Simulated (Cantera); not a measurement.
Source: NASA polynomial tables (part measured, part estimated), evaluated in Cantera. Values are per mole of reaction as written; species without (g) are pure solids or liquids, kept so even where they would boil at 1 bar.

### Question
Between 598 and 898 K, where is each reaction favourable under standard conditions?
- 0.8 V + O2(g) ⇌ 0.4 V2O5
- 2 B + O2(g) ⇌ B2O2(g)
- Ta + O2(g) ⇌ TaO2(g)

### Answer
- 0.8 V + O2(g) ⇌ 0.4 V2O5: ΔG° is -516 kJ at 598 K and -466 kJ at 898 K; it stays negative (K > 1). ΔH° is -613 kJ and ΔS° -164 J/K at 898 K.
- 2 B + O2(g) ⇌ B2O2(g): ΔG° is -472 kJ at 598 K and -479 kJ at 898 K; it stays negative (K > 1). ΔH° is -458 kJ and ΔS° 24 J/K at 898 K.
- Ta + O2(g) ⇌ TaO2(g): ΔG° is -220 kJ at 598 K and -228 kJ at 898 K; it stays negative (K > 1). ΔH° is -205 kJ and ΔS° 25 J/K at 898 K.
